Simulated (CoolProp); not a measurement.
Computed with CoolProp (reference Helmholtz-energy equation of state, Thol 2018).

### Question
For hydrogen chloride, give the phase and the cp (kJ/(kg K)), speed of sound (m/s) at 478 K and 0.275 MPa; 505.9 K and 0.275 MPa.

### Answer
- 478 K and 0.275 MPa: gas; cp 0.807, speed of sound 390
- 505.9 K and 0.275 MPa: gas; cp 0.808, speed of sound 401
